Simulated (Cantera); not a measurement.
An adiabatic, constant-pressure homogeneous reactor starts with CH4 : H2 : O2 : N2 = 1 : 0.24 : 2.7 : 16.6 (molar parts), equivalence ratio 0.79, at 1325 K and 5.10 bar.

Detailed kinetics in Cantera: GRI-Mech 3.0 (53 species, 325 reactions).

Problem. Predict: time of steepest temperature rise; temperature at 3.00 s; equilibrium temperature; x(H2) at 3.00 s; x(O2) at 3.00 s; x(O) at 3.00 s; x(H2O) at 3.00 s; x(NO) at 3.00 s.

Solution. 
- time of steepest temperature rise: 0.731 ms
- temperature at 3.00 s: 2367 K
- equilibrium temperature: 2367 K
- x(H2) at 3.00 s: 0.000895 (gas-phase equilibrium 0.000895)
- x(O2) at 3.00 s: 0.0256 (gas-phase equilibrium 0.0256)
- x(O) at 3.00 s: 0.000517 (gas-phase equilibrium 0.000517)
- x(H2O) at 3.00 s: 0.106 (gas-phase equilibrium 0.106)
- x(NO) at 3.00 s: 0.00637 (gas-phase equilibrium 0.00637)
